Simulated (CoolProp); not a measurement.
The fluoroketone C6F12O (FK-5-1-12) at 444.58 K and 1.71 MPa is compressed adiabatically to 11.8 MPa with isentropic efficiency 0.9. Each further row changes one setting.

Values from CoolProp's reference Helmholtz-energy equation of state, McLinden 2015.

```
case             work (kJ/kg)  final temperature (K)  final density (kg/m³)
---------------  ------------  ---------------------  ---------------------
as stated          (withheld)                  488.2                   1110
efficiency 1             11.9             (withheld)                   1120
efficiency 0.65          18.3             (withheld)                   1100
```

Task: Fill in the missing entries.

Result: 
- as stated, work (kJ/kg): 13.2
- efficiency 1, final temperature (K): 487.1
- efficiency 0.65, final temperature (K): 492.2
